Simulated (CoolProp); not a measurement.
The fluid at 293.15 K and 14.4 MPa is throttled through a valve to 7.48 MPa with no heat exchange. The same conditions are run with several fluids, on thermodynamics alone (safety and materials aside).

Computed with CoolProp (reference Helmholtz-energy equation of state of each fluid (neopentane: Lemmon 2006; n-heptane: Span 2003; trans-2-butene: Lemmon 2005; nitrous oxide: Lemmon 2006; R1336mzz(Z): McLinden 2020)).

Q: Rank neopentane, n-heptane, trans-2-butene, nitrous oxide, R1336mzz(Z) by temperature change (K), highest first.

A: n-heptane (+3.0), neopentane (+2.8), trans-2-butene (+2.5), R1336mzz(Z) (+2.2), nitrous oxide (-2.9)

```csv
fluid,final density (kg/m³)
neopentane,599
n-heptane,688
trans-2-butene,612
nitrous oxide,844
R1336mzz(Z),1390
```
